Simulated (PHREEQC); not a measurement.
4.3 g of hydrous ferric oxide (600 m²/g; 0.2 weak and 0.005 strong sites per Fe, Dzombak-Morel constants, diffuse double layer) in 1 kg of water with 0.3 mol/kgw of an inert sodium salt and 0.0059 mol NaF and 0.001 mol MnCl2, at 25 °C; the pH is set by adding NaOH or the inert anion's acid. The system is closed to oxygen. CO2 from the air is kept out. Nothing may precipitate in this run.

Base run: PHREEQC, ion-association model, wateq4f.dat. Each further column changes one thing. The table gives F sorbed (%).

| pH | base | no electrostatic term (-no_edl) | background salt from 0.3 to 0.03 mol/kgw | oxide from 4.3 to 22 g/kgw | 0.0029 mol/kgw CuCl2 added |
|---|---|---|---|---|---|
| 4 | 74.9 | 11.7 | 91.8 | 98.3 | 74.3 |
| 4.67 | 73.3 | 12.4 | 88.5 | 98.1 | 71.0 |
| 5.33 | 67.5 | 12.6 | 81.0 | 97.1 | 62.6 |
| 6 | 57.0 | 12.8 | 68.5 | 94.5 | 54.0 |
| 6.67 | 43.1 | 13.2 | 52.3 | 88.0 | 44.0 |
| 7.33 | 29.4 | 14.2 | 36.0 | 74.1 | 34.3 |
| 8.67 | 7.5 | 11.6 | 8.4 | 27.1 | 11.0 |
| 9.33 | 2.7 | 5.7 | 2.7 | 11.3 | 3.7 |
| 10 | 0.9 | 1.7 | 0.8 | 4.0 | 1.0 |
| 10.67 | 0.3 | 0.4 | 0.2 | 1.3 | 0.2 |
| 11.33 | 0.1 | 0.1 | 0.1 | 0.4 | 0.1 |
| 12 | 0.0 | 0.0 | 0.0 | 0.1 | 0.0 |

 In at least one series the solution becomes supersaturated in solids that the run did not let form, among them Pyrochroite. The database's constant for dissolved Cu(OH)2 is higher than later reviews accept.
